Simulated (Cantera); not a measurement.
Feed: 1 mol Pb, 74 mol H2, equilibrated at 45.0 Pa.

Cantera equilibrium calculation (NASA polynomials, part measured and part estimated; ideal gas, pure solids and liquids). Candidate condensed phases: Pb; 4 gas species. Kinetics and transport are ignored.

Problem. Which condensed phases are stable at each of these points (T (K)): 673, 748, 823, 898, 973, 1048, 1123, 1198, 1273, 1348, 1423?

Solution. 
```
T (K)  condensed phases  Pb condensed (%)
-----  ----------------  ----------------
673               Pb(l)             100.0
748               Pb(l)              99.9
823               Pb(l)              97.8
898               Pb(l)              78.6
973            gas only               0.0
1048           gas only               0.0
1123           gas only               0.0
1198           gas only               0.0
1273           gas only               0.0
1348           gas only               0.0
1423           gas only               0.0
```

From 673 K to 898 K the condensed part is Pb(l). From 973 K to 1423 K nothing is condensed.
